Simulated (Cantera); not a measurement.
Cantera run, input and output.

```python
import numpy as np
import cantera as ct

gas = ct.Solution("gri30.yaml")
gas.TPX = 1800, 2500000, {'H2': 1, 'O2': 0.417, 'N2': 1.57, 'H2O': 0.26}
reactor = ct.IdealGasReactor(gas, energy="on", clone=False)
net = ct.ReactorNet([reactor])
net.rtol, net.atol = 1e-08, 1e-16
show = ['H2', 'O2', 'H2O', 'H2O2', 'OH', 'NO', 'N2O']
times = np.geomspace(4e-06, 6, 16)

steps = ct.SolutionArray(gas, extra=["t"])
rows = []
print(f"{'t/s':>10s}{'T/K':>9s}{'P/Pa':>11s}" + "".join(f"{s:>11s}" for s in show))
for t in times:
    while net.time < t:
        t_next = net.step()
        steps.append(gas.state, t=t_next)
    rows.append([np.interp(t, steps.t, y) for y in (steps.T, steps.P, *steps(*show).X.T)])
    print(f"{t:10.3e}{rows[-1][0]:9.1f}{rows[-1][1]:11.4g}" + "".join(f"{x:11.3e}" for x in rows[-1][2:]))
rate = np.gradient(steps.T, steps.t)
print("integrator steps:", len(steps.t))
if steps.T.max() > steps.T[0] + 200:
    print(f"time of steepest temperature rise: {steps.t[rate.argmax()]:.4e} s")
gas.TPX = 1800, 2500000, {'H2': 1, 'O2': 0.417, 'N2': 1.57, 'H2O': 0.26}
gas.equilibrate("UV")
print(f"equilibrium (UV): T = {gas.T:.1f} K  " + "  ".join(f"{s} {gas[s].X[0]:.3e}" for s in show))
```

Output:

```
       t/s      T/K       P/Pa         H2         O2        H2O       H2O2         OH         NO        N2O
 4.000e-06   3326.0  4.169e+06  8.117e-02  5.693e-03  3.256e-01  4.285e-06  2.889e-02  3.677e-03  2.215e-06
 1.032e-05   3316.1  4.158e+06  8.271e-02  5.176e-03  3.247e-01  4.019e-06  2.771e-02  6.995e-03  2.435e-06
 2.664e-05   3311.6  4.152e+06  8.341e-02  4.958e-03  3.243e-01  3.904e-06  2.719e-02  8.448e-03  2.592e-06
 6.875e-05   3311.5  4.152e+06  8.344e-02  4.950e-03  3.243e-01  3.900e-06  2.717e-02  8.504e-03  2.599e-06
 1.774e-04   3311.5  4.152e+06  8.344e-02  4.950e-03  3.243e-01  3.900e-06  2.717e-02  8.504e-03  2.599e-06
 4.579e-04   3311.5  4.152e+06  8.344e-02  4.950e-03  3.243e-01  3.900e-06  2.717e-02  8.504e-03  2.599e-06
 1.182e-03   3311.5  4.152e+06  8.344e-02  4.950e-03  3.243e-01  3.900e-06  2.717e-02  8.504e-03  2.599e-06
 3.050e-03   3311.5  4.152e+06  8.344e-02  4.950e-03  3.243e-01  3.900e-06  2.717e-02  8.504e-03  2.599e-06
 7.870e-03   3311.5  4.152e+06  8.344e-02  4.950e-03  3.243e-01  3.900e-06  2.717e-02  8.504e-03  2.599e-06
 2.031e-02   3311.5  4.152e+06  8.344e-02  4.950e-03  3.243e-01  3.900e-06  2.717e-02  8.504e-03  2.599e-06
 5.241e-02   3311.5  4.152e+06  8.344e-02  4.950e-03  3.243e-01  3.900e-06  2.717e-02  8.504e-03  2.599e-06
 1.353e-01   3311.5  4.152e+06  8.344e-02  4.950e-03  3.243e-01  3.900e-06  2.717e-02  8.504e-03  2.599e-06
 3.491e-01   3311.5  4.152e+06  8.344e-02  4.950e-03  3.243e-01  3.900e-06  2.717e-02  8.504e-03  2.599e-06
 9.009e-01   3311.5  4.152e+06  8.344e-02  4.950e-03  3.243e-01  3.900e-06  2.717e-02  8.504e-03  2.599e-06
 2.325e+00   3311.5  4.152e+06  8.344e-02  4.950e-03  3.243e-01  3.900e-06  2.717e-02  8.504e-03  2.599e-06
 6.000e+00   3311.5  4.152e+06  8.344e-02  4.950e-03  3.243e-01  3.900e-06  2.717e-02  8.504e-03  2.599e-06
integrator steps: 1102
time of steepest temperature rise: 2.9610e-07 s
equilibrium (UV): T = 3311.5 K  H2 8.344e-02  O2 4.950e-03  H2O 3.243e-01  H2O2 3.900e-06  OH 2.717e-02  NO 8.504e-03  N2O 2.599e-06
```

Model: GRI-Mech 3.0 (53 species, 325 reactions), integrated in Cantera. The hydrogen kinetics of GRI-Mech 3.0 are dated; newer H2 mechanisms differ, most at raised pressure. The pressure lies above the range GRI-Mech 3.0 was tuned for (to about 10 atm). Above 3000 K some thermodynamic fits are extrapolated.
